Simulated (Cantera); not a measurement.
**Thermodynamics of fluorocarbon and chlorocarbon gases, feed CH₃F + HCl**

Input: 1 mol CH₃F, 0.034 mol HCl, at 800 K and 10.0 mbar.

Cantera equilibrium calculation (NASA polynomials, part measured and part estimated; ideal gas, pure solids and liquids). Candidate condensed phases: C, C₆H₆, C₇H₈, C₈H₁₈; 118 gas species. Rates play no part.

The x(HF) is 0.493, the x(H₂) is 0.487 and the x(HCl) is 0.0168. The x(CH₄) is 0.00319. The n(C(graphite)) comes out as 0.994 mol and the gas amount is 2.028 mol.
